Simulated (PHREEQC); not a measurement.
Make-up at 30 °C: 1.4 mmol/kgw Cu(NO3)2, 0.034 mmol/kgw HBF4 and 0.12 mmol/kgw KCl. Closed to the air; pH follows from the charge balance.

Computed with PHREEQC (ion-association model, phreeqc.dat).

| Item | Result |
|---|---|
| pH | 3.96 |
| ionic strength | 0.00443 mol/kgw |
| specific conductance | 436 µS/cm |
| total alkalinity | -0.136 meq/kg |

| species | molality | activity | log γ |
|---|---|---|---|
| NO3- | 0.00280 | 0.00260 | -0.032 |
| Cu+2 | 0.00140 | 0.00106 | -0.121 |
| K+ | 0.000120 | 0.000111 | -0.032 |
| Cl- | 0.000120 | 0.000111 | -0.032 |
| H+ | 0.000117 | 0.000110 | -0.029 |
| F- | 0.000115 | 0.000107 | -0.032 |
| H3BO3 | 3.40e-5 | 3.40e-5 | 0.000 |
| HF | 1.91e-5 | 1.92e-5 | 0.000 |
| CuF+ | 2.30e-6 | 2.14e-6 | -0.031 |
| CuCl+ | 4.33e-7 | 4.02e-7 | -0.031 |
| CuOH+ | 1.04e-7 | 9.65e-8 | -0.031 |
| Cu2(OH)2+2 | 8.87e-9 | 6.64e-9 | -0.126 |
| HF2- | 8.72e-9 | 8.11e-9 | -0.031 |

Precipitation was switched off in this run. Real BF4- forms and hydrolyses slowly; the run takes it at equilibrium.
